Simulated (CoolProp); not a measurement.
A simple Rankine cycle with n-hexane: condensing at 317.15 K, boiler at 0.947 MPa, turbine inlet 437.2 K, turbine efficiency 0.65, pump efficiency 0.7, no recuperator. Each further row changes one setting.

Values from CoolProp's reference Helmholtz-energy equation of state, Thol 2019.

```json
[
 {"case": "as stated", "thermal efficiency (%)": "12.4", "net work (kJ/kg)": "69.6", "heat in (kJ/kg)": "563", "turbine exit temperature (K)": "389.7", "volume ratio over the turbine": "24.8"},
 {"case": "turbine inlet 457.2 K", "thermal efficiency (%)": "12.1", "net work (kJ/kg)": "[?]", "heat in (kJ/kg)": "614", "turbine exit temperature (K)": "411.6", "volume ratio over the turbine": "23.8"},
 {"case": "condensing temperature 309.15 K", "thermal efficiency (%)": "13.2", "net work (kJ/kg)": "[?]", "heat in (kJ/kg)": "581", "turbine exit temperature (K)": "386.1", "volume ratio over the turbine": "33.5"},
 {"case": "boiler pressure 0.663 MPa", "thermal efficiency (%)": "11.2", "net work (kJ/kg)": "[?]", "heat in (kJ/kg)": "576", "turbine exit temperature (K)": "398.2", "volume ratio over the turbine": "16.1"},
 {"case": "turbine efficiency 0.55", "thermal efficiency (%)": "[?]", "net work (kJ/kg)": "[?]", "heat in (kJ/kg)": "563", "turbine exit temperature (K)": "394.9", "volume ratio over the turbine": "25.1"}
]
```

**Question.** Some entries are withheld; supply them.

**Answer.** 
- turbine inlet 457.2 K, net work (kJ/kg): 74.5
- condensing temperature 309.15 K, net work (kJ/kg): 76.6
- boiler pressure 0.663 MPa, net work (kJ/kg): 64.4
- turbine efficiency 0.55, thermal efficiency (%): 10.4
- turbine efficiency 0.55, net work (kJ/kg): 58.6
